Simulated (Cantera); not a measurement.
Cantera with NASA thermochemical tables; ideal gases at 1 bar, condensed phases pure. Values are per mole of reaction as written; species without (g) are pure solids or liquids, kept so even where they would boil at 1 bar.

Question: Between 300 and 2600 K, where is each reaction favourable under standard conditions?
- 2 Ti3O5 ⇌ Ti + 5 TiO2

Answer: 
- 2 Ti3O5 ⇌ Ti + 5 TiO2: ΔG° is 188 kJ at 300 K and 325 kJ at 2600 K; it stays positive (K < 1). ΔH° is 120 kJ and ΔS° -79 J/K at 2600 K.
